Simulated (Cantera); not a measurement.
A closed system holds: 1 mol Si3N4, 19 mol HCl, 62 mol N2, held at 255 Torr.

These are equilibrium values from Cantera (NASA tables, ideal gas, pure condensed phases), not measurements of a reactor. Candidate condensed phases: NH4Cl, Si, Si3N4; 28 gas species. Rates play no part.

Over these rows the condensed part is Si3N4(s). Partial pressures as log10 of bar:

| T (K) | 1000/T (1/K) | log p SiCl2 | log p N2 | log p HCl | log p H2 | log p SiCl4 |
|---|---|---|---|---|---|---|
| 1098 | 0.9107 | -6.23 | -0.57 | -1.33 | -1.77 | -2.08 |
| 1198 | 0.8347 | -5.13 | -0.57 | -1.32 | -1.79 | -2.10 |
| 1298 | 0.7704 | -4.21 | -0.57 | -1.31 | -1.81 | -2.13 |
| 1398 | 0.7153 | ? | -0.57 | -1.30 | -1.82 | -2.18 |
| 1498 | 0.6676 | -2.79 | -0.57 | -1.30 | -1.82 | -2.27 |
| 1598 | 0.6258 | -2.29 | -0.58 | -1.33 | -1.80 | -2.47 |

Q: Fit log p(SiCl2) = a + b·(1000/T) to the five rows, give the apparent enthalpy, and predict the row at 1398 K.

A: Means: 1000/T = 0.7618, log p = -4.130. Sxy = -0.762746, Sxx = 0.0549292, so b = -13.89 and a = -4.130 − (-13.89)×0.7618 = 6.45.
Apparent enthalpy: −19.145 × (-13.89) = 266 kJ/mol. With the condensed phases at unit activity, 1/6 Si3N4(s) + 1/2 SiCl4(g) = SiCl2(g) + 1/3 N2(g) links this pressure to the main gases: over the six rows their terms move log p by -0.19 in all, so the slope is close to that reaction's ΔH°. The five rows lie within 0.05 of the line.
Prediction at 1398 K: 6.45 + (-13.89)×0.7153 = -3.49. The computed value is -3.43, 0.06 from the line.
